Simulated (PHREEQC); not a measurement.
Make-up at 85 °C: 130 mmol/kgw Na3PO4. Closed to the air; pH follows from the charge balance.

Equilibrium calculation in PHREEQC: ion-association model, wateq4f.dat.

```json
[
 {"quantity": "pH", "before": "11.06", "after": "10.93"},
 {"quantity": "ionic strength (mol/kgw)", "before": "0.648", "after": "0.305"},
 {"quantity": "PO4-3 (mol/kgw)", "before": "0.0708", "after": "0.0253"},
 {"quantity": "HPO4-2 (mol/kgw)", "before": "0.0526", "after": "0.0367"},
 {"quantity": "NaHPO4- (mol/kgw)", "before": "0.00663", "after": "0.00300"},
 {"quantity": "H2PO4- (mol/kgw)", "before": "1.41e-6", "after": "1.67e-6"}
]
```

Q: What was changed between the two runs?
A. Na3PO4 from 0.13 to 0.065 mol/kgw
B. diluted 100-fold with water
C. 0.11 mol/kgw NaHF2 added

A: A, Na3PO4 from 0.13 to 0.065 mol/kgw

No solid was allowed to form. H3PO4, which wateq4f.dat lacks, is added to it with the constant of phreeqc.dat. Away from 25 °C the constants follow the database's enthalpies or fits; those with neither stay at their 25 °C values.
